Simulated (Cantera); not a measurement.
A closed system holds: 1 mol SiCl4, 4.7 mol HCl, 38 mol H2, equilibrated at 0.00130 bar.

Equilibrium computed with Cantera from the NASA thermochemical tables; the gas is ideal and each condensed phase is pure. Candidate condensed phases: Si; 19 gas species. The tables' values for SiCl3, SiCl are old estimates; treat these amounts as uncertain. Kinetics and transport are ignored.

log p: log10 of the partial pressure in bar; nothing condenses.

```
T (K)  log p H2  log p HCl  log p SiCl4  log p SiCl2  log p SiCl3  log p SiHCl3  log p H
-----  --------  ---------  -----------  -----------  -----------  ------------  -------
898       -2.95      -3.85        -4.54        -8.00        -7.11         -6.19   -11.43
948       -2.95      -3.85        -4.55        -7.09        -6.58         -5.99   -10.75
998       -2.95      -3.84        -4.57        -6.30        -6.13         -5.83   -10.14
1048      -2.95      -3.83        -4.62            …        -5.76         -5.73        …
1098      -2.95      -3.80        -4.75        -5.15        -5.53         -5.74    -9.08
1148      -2.96      -3.77        -4.99        -4.85        -5.44         -5.88    -8.62
1198      -2.96      -3.74        -5.33        -4.69        -5.48         -6.12    -8.20
1248      -2.97      -3.72        -5.74        -4.61        -5.60         -6.43    -7.81
1298      -2.97      -3.72        -6.16        -4.58        -5.76         -6.76    -7.45
1348      -2.97      -3.71        -6.58        -4.56        -5.92         -7.08    -7.12
1398      -2.97      -3.71            …        -4.55        -6.08             …        …
1448      -2.97      -3.71        -7.34        -4.55        -6.23         -7.67    -6.52
1498      -2.97      -3.71        -7.69        -4.54        -6.37         -7.93    -6.25
1548      -2.97      -3.71        -8.02        -4.54        -6.50         -8.19    -6.00
```

Problem. Fill in the missing entries.

Solution. 
- 1048, log p SiCl2: -5.64
- 1048, log p H: -9.59
- 1398, log p SiCl4: -6.97
- 1398, log p SiHCl3: -7.38
- 1398, log p H: -6.81
